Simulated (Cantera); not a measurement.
**Equilibrium for thermal oxidation and active oxidation of silicon: Si + O2 + H2**

Input: 1 mol Si, 0.0041 mol O2, 120 mol H2, equilibrated at 13.3 mbar.

Equilibrium computed with Cantera from the NASA thermochemical tables; the gas is ideal and each condensed phase is pure. Candidate condensed phases: H2O, Si, SiO2; 18 gas species. Gases not in the tables: Si2H6 and higher silanes. Rates play no part.

```json
[
 {"T (K)": "1348", "log p H2": "-1.88", "log p H": "-6.57", "log p Si": "-9.73", "log p SiH": "-9.85", "log p SiH2": "-8.65", "log p Si2": "-13.14", "log p SiO": "-6.04", "log p Si3": "<-13", "n Si(s)": "0.992", "n Si(l)": "0"},
 {"T (K)": "1498", "log p H2": "-1.88", "log p H": "-5.70", "log p Si": "-8.00", "log p SiH": "-8.43", "log p SiH2": "-7.71", "log p Si2": "-10.90", "log p SiO": "-6.04", "log p Si3": "-11.64", "n Si(s)": "0.991", "n Si(l)": "0"},
 {"T (K)": "1648", "log p H2": "-1.88", "log p H": "-4.99", "log p Si": "-6.59", "log p SiH": "-7.26", "log p SiH2": "-6.95", "log p Si2": "-9.07", "log p SiO": "-6.04", "log p Si3": "-9.69", "n Si(s)": "0.988", "n Si(l)": "0"},
 {"T (K)": "1798", "log p H2": "-1.88", "log p H": "-4.39", "log p Si": "-5.51", "log p SiH": "-6.39", "log p SiH2": "-6.41", "log p Si2": "-7.73", "log p SiO": "-6.04", "log p Si3": "-8.36", "n Si(s)": "0", "n Si(l)": "0.956"},
 {"T (K)": "1948", "log p H2": "-1.88", "log p H": "-3.89", "log p Si": "-4.63", "log p SiH": "-5.69", "log p SiH2": "-5.99", "log p Si2": "-6.67", "log p SiO": "-6.04", "log p Si3": "-7.33", "n Si(s)": "0", "n Si(l)": "0.748"},
 {"T (K)": "2098", "log p H2": "-1.89", "log p H": "-3.46", "log p Si": "-4.01", "log p SiH": "-5.22", "log p SiH2": "-5.76", "log p Si2": "-6.02", "log p SiO": "-6.05", "log p Si3": "-6.84", "n Si(s)": "0", "n Si(l)": "0"},
 {"T (K)": "2248", "log p H2": "-1.91", "log p H": "-3.09", "log p Si": "-4.00", "log p SiH": "-5.35", "log p SiH2": "-6.10", "log p Si2": "-6.52", "log p SiO": "-6.06", "log p Si3": "-8.00", "n Si(s)": "0", "n Si(l)": "0"}
]
```
log p: log10 of the partial pressure in bar; n: condensed amount in mol.

From 1348 K to 1648 K the condensed part is Si(s). From 1798 K to 1948 K the condensed part is Si(l). From 2098 K to 2248 K nothing is condensed. The main Si-bearing gas is SiO at 1348 K and Si at 2248 K.
